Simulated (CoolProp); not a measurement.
Vapour pressure (kPa) of R13: the reference equation beside estimates from Tc = 29.9 °C, pc = 3973 kPa, ω = 0.175. Clausius-Clapeyron is anchored at -51.15 °C with a constant enthalpy of vaporisation of 13.89 kJ/mol.

Computed with CoolProp (reference Helmholtz-energy equation of state, Platzer 1990). This equation is an older, rougher fit; its heat capacities, sound speeds and derivatives of the liquid may be far off and weren't checked against measurements.

```json
[
 {"T (°C)": "-51.15", "reference": "400.5", "Lee-Kesler": "398.3", "Clausius-Clapeyron": "400.5", "van der Waals": "1000", "Soave-Redlich-Kwong": "398.5", "Peng-Robinson": "395.8"},
 {"T (°C)": "-45.35", "reference": "498.1", "Lee-Kesler": "496.1", "Clausius-Clapeyron": "485.1", "van der Waals": "1135", "Soave-Redlich-Kwong": "(withheld)", "Peng-Robinson": "492.7"},
 {"T (°C)": "-39.45", "reference": "614.5", "Lee-Kesler": "612.6", "Clausius-Clapeyron": "(withheld)", "van der Waals": "1282", "Soave-Redlich-Kwong": "614.5", "Peng-Robinson": "608.4"},
 {"T (°C)": "-33.65", "reference": "747.3", "Lee-Kesler": "745.5", "Clausius-Clapeyron": "694.2", "van der Waals": "1439", "Soave-Redlich-Kwong": "749.1", "Peng-Robinson": "(withheld)"},
 {"T (°C)": "-27.75", "reference": "903.0", "Lee-Kesler": "901.2", "Clausius-Clapeyron": "821.0", "van der Waals": "1611", "Soave-Redlich-Kwong": "907.1", "Peng-Robinson": "896.7"},
 {"T (°C)": "-21.95", "reference": "1078", "Lee-Kesler": "1076", "Clausius-Clapeyron": "960.8", "van der Waals": "1791", "Soave-Redlich-Kwong": "1085", "Peng-Robinson": "1072"},
 {"T (°C)": "-16.05", "reference": "1280", "Lee-Kesler": "1278", "Clausius-Clapeyron": "1119", "van der Waals": "1987", "Soave-Redlich-Kwong": "1291", "Peng-Robinson": "1276"},
 {"T (°C)": "-10.25", "reference": "1505", "Lee-Kesler": "1502", "Clausius-Clapeyron": "1292", "van der Waals": "2193", "Soave-Redlich-Kwong": "1520", "Peng-Robinson": "1502"},
 {"T (°C)": "-4.35", "reference": "1762", "Lee-Kesler": "1759", "Clausius-Clapeyron": "1485", "van der Waals": "2415", "Soave-Redlich-Kwong": "1781", "Peng-Robinson": "1762"},
 {"T (°C)": "1.45", "reference": "2045", "Lee-Kesler": "(withheld)", "Clausius-Clapeyron": "1694", "van der Waals": "2646", "Soave-Redlich-Kwong": "2068", "Peng-Robinson": "2048"},
 {"T (°C)": "7.35", "reference": "2365", "Lee-Kesler": "2362", "Clausius-Clapeyron": "1925", "van der Waals": "2895", "Soave-Redlich-Kwong": "2392", "Peng-Robinson": "2373"},
 {"T (°C)": "13.15", "reference": "2716", "Lee-Kesler": "2715", "Clausius-Clapeyron": "2172", "van der Waals": "3152", "Soave-Redlich-Kwong": "2746", "Peng-Robinson": "2728"}
]
```

Problem. Fill in the missing entries.

Solution. 
- -45.35, Soave-Redlich-Kwong: 496.9
- -39.45, Clausius-Clapeyron: 583.8
- -33.65, Peng-Robinson: 740.9
- 1.45, Lee-Kesler: 2041

Absolute difference from the reference over all 12 rows, mean and median: Lee-Kesler 0.2 and 0.2 %, Clausius-Clapeyron 11.1 and 11.7 %, van der Waals 69.1 and 60.7 %, Soave-Redlich-Kwong 0.7 and 0.8 %, Peng-Robinson 0.6 and 0.5 %.
